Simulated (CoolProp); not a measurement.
The fluid at 851.56 K and 1.01 MPa flows at 1.1 m/s in a round tube of 1 mm bore and 0.25 µm roughness, fully developed (64/Re and Nu = 3.66 if laminar; Colebrook and Gnielinski if turbulent). The same conditions are run with several fluids, on thermodynamics alone (safety and materials aside).

Model: reference Helmholtz-energy equation of state of each fluid (normal hydrogen: Leachman 2009; nitrogen: Span 2000; carbon dioxide: Span 1996; water: Wagner 2002; oxygen: Schmidt 1985), in CoolProp.

```csv
fluid,Reynolds number,Darcy friction factor,pressure drop (Pa/m),heat-transfer coefficient (W/(m² K)),mass flow (kg/h)
normal hydrogen,17.1,3.75,651,1480,0.000892
nitrogen,117,0.547,1320,213,0.0124
carbon dioxide,188,0.340,1290,221,0.0195
water,89.4,0.716,1120,282,0.00803
oxygen,113,0.565,1560,231,0.0142
```

Above 300 K oxygen's equation is extrapolated.

Transport values come from each fluid's own correlations.
